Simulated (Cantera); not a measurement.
# Premixed flame

A freely propagating, adiabatic, planar premixed flame of 41.6 % H2, 12.2 % O2, 46.2 % N2, equivalence ratio 1.7, unburnt at 498 K and 2.47 atm; unity-Lewis-number transport, grid criteria slope 0.08 and curve 0.16, no radiation.

Cantera simulation using the H2/O2 subset of GRI-Mech 3.0, which has no nitrogen chemistry; the numbers are that mechanism's predictions, not measurements. The hydrogen kinetics of GRI-Mech 3.0 are dated; newer H2 mechanisms differ, most at raised pressure. Unity Lewis numbers drop preferential diffusion, which matters most where H2 and H carry the flame. Burning velocities carry a grid error of a few per cent, more on coarse grids.

```csv
z (mm),T (K),u (m/s),x H2,x O2,x HO2,x OH,x O,x H2O
-0.343,498,4.27,0.416,0.122,<1e-8,<1e-8,<1e-8,2.91e-7
-0.229,498,4.27,0.416,0.122,1.73e-7,<1e-8,<1e-8,5.25e-6
-0.171,498,4.28,0.416,0.122,1.35e-6,<1e-8,1.29e-8,4.13e-5
-0.114,502,4.31,0.416,0.122,1.52e-5,<1e-8,2.37e-7,0.000468
-0.0572,598,5.10,0.406,0.116,0.000347,3.34e-5,2.09e-5,0.0124
-0.0286,923,7.72,0.365,0.0952,0.000336,0.000597,0.000368,0.0590
0,1353,11.0,0.270,0.0517,0.000120,0.00236,0.00233,0.150
0.0286,1624,13.0,0.191,0.0173,3.50e-5,0.00522,0.00325,0.220
0.0572,1763,13.9,0.168,0.00558,1.05e-5,0.00681,0.00277,0.245
0.114,1903,14.9,0.168,0.00158,2.97e-6,0.00731,0.00194,0.256
0.229,2031,15.7,0.175,0.000746,1.45e-6,0.00651,0.00112,0.262
0.457,2136,16.4,0.182,0.000352,7.26e-7,0.00507,0.000541,0.268
0.915,2214,16.9,0.187,0.000143,3.13e-7,0.00351,0.000222,0.272
```
x: mole fraction of selected species; z is measured from the peak of heat release.

```yaml
laminar_burning_velocity: 427 cm/s
thermal_thickness: 0.114 mm
peak x(HO2): 0.000468
peak x(OH): 0.00734
peak x(O): 0.00327
grid_points: 109
```
